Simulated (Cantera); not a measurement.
A freely propagating, adiabatic, planar premixed flame of H2 : O2 : N2 = 1 : 0.179 : 0.671 (molar parts), equivalence ratio 2.8, unburnt at 325 K and 310000 Pa; mixture-averaged transport, grid criteria slope 0.08 and curve 0.16, no radiation.

Detailed kinetics in Cantera: the H2/O2 subset of GRI-Mech 3.0, which has no nitrogen chemistry. The hydrogen kinetics of GRI-Mech 3.0 are dated; newer H2 mechanisms differ, most at raised pressure. Burning velocities carry a grid error of a few per cent, more on coarse grids.

Q: What does this change do: inlet temperature 325 to 650 K?

A: 
| quantity | before | after |
|---|---|---|
| laminar burning velocity | 258 cm/s | 967 cm/s |
| thermal thickness | 0.0946 mm | 0.117 mm |
| peak x(O) | 0.000754 | 0.00162 |
| peak x(H) | 0.0333 | 0.0594 |
| peak x(HO2) | 0.000737 | 0.000481 |
| peak x(OH) | 0.000925 | 0.00200 |

Q: What does this change do: inlet temperature 325 to 500 K?

A: 
| quantity | before | after |
|---|---|---|
| laminar burning velocity | 258 cm/s | 569 cm/s |
| thermal thickness | 0.0946 mm | 0.106 mm |
| peak x(O) | 0.000754 | 0.00118 |
| peak x(H) | 0.0333 | 0.0467 |
| peak x(HO2) | 0.000737 | 0.000626 |
| peak x(OH) | 0.000925 | 0.00144 |
